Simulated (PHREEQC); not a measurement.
# Nickel, zinc or cadmium bath: an equilibrium model

Solution (45 °C): 0.0011 mol CdCl2 and 4.2e-05 mol FeSO4 per kg of water. Closed to the air; pH follows from the charge balance.

Equilibrium calculation in PHREEQC: ion-association model, wateq4f.dat.

Each row changes one thing in this solution. This is a speciation only: nothing precipitates in the calculation.

| case | pH | ionic strength (mol/kgw) | Cl- (mol/kgw) | Cd+2 (mol/kgw) | CdCl+ (mol/kgw) | SO4-2 (mol/kgw) | SI of CdOHCl (CdOHCl) | SI of Melanterite (FeSO4:7H2O) |
|---|---|---|---|---|---|---|---|---|
| as made | 6.20 | 0.00313 | 0.00205 | 0.000940 | 0.000152 | 3.53e-5 | -2.84 | -7.05 |
| FeSO4 from 4.2e-05 to 4.62e-05 mol/kgw | 6.19 | 0.00315 | 0.00205 | 0.000940 | 0.000151 | 3.88e-5 | -2.84 | -6.97 |
| FeSO4 from 4.2e-05 to 3.78e-05 mol/kgw | 6.20 | 0.00312 | 0.00205 | 0.000941 | 0.000152 | 3.18e-5 | -2.84 | -7.14 |
| CdCl2 from 0.0011 to 0.00165 mol/kgw | 6.12 | 0.00447 | 0.00299 | 0.00134 | 0.000301 | 3.37e-5 | -2.62 | -7.11 |
| diluted 5-fold with water | 6.47 | 0.000675 | 0.000432 | 0.000211 | 8.20e-6 | 7.96e-6 | -3.82 | -8.28 |

Complexes and solids missing from the database can't appear. At this temperature some constants are extrapolated from 25 °C, and those without enthalpy data are left unchanged.
